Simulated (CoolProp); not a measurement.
Computed with CoolProp (reference Helmholtz-energy equation of state, de Reuck 1990).

Give the vapour pressure (kPa), liquid density (kg/m³), vapour density (kg/m³), enthalpy of vaporisation (kJ/kg) of saturated fluorine at -169.15 °C.


| T (°C) | p (kPa) | liquid density (kg/m³) | vapour density (kg/m³) | enthalpy of vaporisation (kJ/kg) |
|---|---|---|---|---|
| -169.15 | 583 | 1360 | 28.8 | 153 |
